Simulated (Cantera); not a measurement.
A Cantera script and what it prints.

```python
import numpy as np
import cantera as ct

gas_names = """
    C CN CO CO2 C2 CCN CNC C2N2 C2O C3 C3O2 C4 C4N2 C5 N NCO NO NO2 NO3 N2 N2O O O2 O3 Si SiC SiC2 SiN
    SiO SiO2 Si2 Si2C Si2N Si3
""".split()
cond_names = """
    C(gr) Si(cr) Si(L) SiC(b) SiO2(Lqz) SiO2(hqz) SiO2(L) Si2N2O(s) Si3N4(a)
""".split()


def load(file, names, dense=False):
    # The tables refer to 1 bar. Condensed volumes are neglected.
    table = {s.name: s for s in ct.Species.list_from_file(file)}
    out = []
    for n in names:
        d = dict(table[n].input_data)
        d["thermo"] = dict(d["thermo"], **{"reference-pressure": 1e5})
        if dense:
            d["equation-of-state"] = {"model": "constant-volume", "density": "1e6 g/cm^3"}
        out.append(ct.Species.from_dict(d))
    return out


gas = ct.Solution(thermo="ideal-gas", species=load("nasa_gas.yaml", gas_names))
cond = {s.name: ct.Solution(thermo="fixed-stoichiometry", species=[s], name=s.name)
        for s in load("nasa_condensed.yaml", cond_names, dense=True)}
atoms = {
    'Si3N4': {'Si': 3, 'N': 4},
    'CO2': {'C': 1, 'O': 2},
    'N2': {'N': 2},
    'O2': {'O': 2},
}
top_T = {'C(gr)': 4500, 'SiC(b)': 3050, 'Si2N2O(s)': 2100, 'Si3N4(a)': 2400}  # K; cautious upper limits of use, not melting points


def equilibrate(T, P, feed):
    n = {}
    for name, mol in feed.items():
        for a, k in atoms[name].items():
            n[a] = n.get(a, 0.0) + k * mol
    gas.TPX = T, P, n
    mass = sum(n.values()) * gas.mean_molecular_weight
    gas.equilibrate("TP")
    valid = [c for c in cond.values() if c.min_temp <= T <= top_T.get(c.name, c.max_temp)]
    mix = ct.Mixture([(gas, mass / gas.mean_molecular_weight)] + [(c, 0.0) for c in valid])
    mix.T, mix.P = T, P
    mix.equilibrate("TP", solver="vcs", rtol=1e-11, max_steps=5000)
    return mix


results = []
feed = {'Si3N4': 1, 'CO2': 0.085, 'N2': 2.5, 'O2': 0.026}  # mol
P = 13332.2  # Pa
for T in [1273, 1323, 1373, 1423, 1473, 1523, 1573]:
    mix = equilibrate(T, P, feed)
    results.append((T, P, feed, dict(zip(mix.species_names, mix.species_moles))))

top = {s: max(r[3][s] / sum(r[3][g] for g in gas_names) for r in results) for s in gas_names}
cols = sorted((s for s in top if top[s] > 1e-05), key=lambda s: -top[s])[:9]
seen = [c for c in cond_names if any(r[3].get(c, 0) > 1e-12 for r in results)]
print("log10 of partial pressures in bar; condensed amounts in mol")
print(f"{'T/K':>10s}" + "".join(f"{s[:9]:>10s}" for s in cols + seen))
for T, P, feed, n in results:
    ng = sum(n[g] for g in gas_names)
    print(f"{T:10.4g}" + "".join(f"{np.log10(max(n[s] / ng * P / 1e5, 1e-99)):10.3f}" for s in cols)
          + "".join(f"{n.get(c, 0):10.4g}" for c in seen))
```

It prints:

```
log10 of partial pressures in bar; condensed amounts in mol
       T/K        N2        CO     C(gr)    SiC(b) Si2N2O(s)  Si3N4(a)
      1273    -0.875    -6.378   0.08499         0     0.222     0.852
      1323    -0.875    -5.868   0.08497         0     0.222     0.852
      1373    -0.875    -5.397   0.08492         0    0.2219    0.8521
      1423    -0.875    -4.959   0.08479         0    0.2218    0.8521
      1473    -0.875    -4.551   0.08446         0    0.2215    0.8524
      1523    -0.875    -4.171    0.0837         0    0.2207    0.8529
      1573    -0.875    -3.932         0   0.08269    0.2197     0.826
```

Cantera equilibrium calculation (NASA polynomials, part measured and part estimated; ideal gas, pure solids and liquids). Mutual solubility and eutectic melting of coexisting phases are not modelled.
